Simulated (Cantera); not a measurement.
A perfectly stirred reactor is fed with NO : N₂ = 1 : 0.81 (molar parts), at 13300 Pa; it is held at 2200 K, and followed from long to short residence time.

Model: GRI-Mech 3.0 (53 species, 325 reactions), integrated in Cantera.

x: mole fraction; the columns are a selection and need not sum to one.

```
τ (s)         x NO       x N₂O   x N₂        x O₂         x O       x NO₂
------  ----------  ----------  -----  ----------  ----------  ----------
6.6         0.0451     8.48e-7  0.700       0.251     0.00374     2.29e-5
2.7     (withheld)  (withheld)  0.684       0.235     0.00363  (withheld)
1.1          0.138     6.52e-6  0.653       0.205     0.00340     6.33e-5
0.43         0.249     2.19e-5  0.598       0.150     0.00295     9.76e-5
0.17         0.387     5.68e-5  0.529      0.0811     0.00227    0.000112
0.069        0.484     9.60e-5  0.481      0.0331     0.00161     9.43e-5
0.028        0.527    0.000119  0.460  (withheld)  (withheld)  (withheld)
0.011        0.543    0.000126  0.452     0.00384    0.000907     5.40e-5
0.0045       0.549    0.000121  0.449     0.00113    0.000669     4.04e-5
```

Question: Fill in the missing entries.

Answer: 
- 2.7, x NO: 0.0770
- 2.7, x N₂O: 2.11e-6
- 2.7, x NO₂: 3.78e-5
- 0.028, x O₂: 0.0118
- 0.028, x O: 0.00118
- 0.028, x NO₂: 7.07e-5
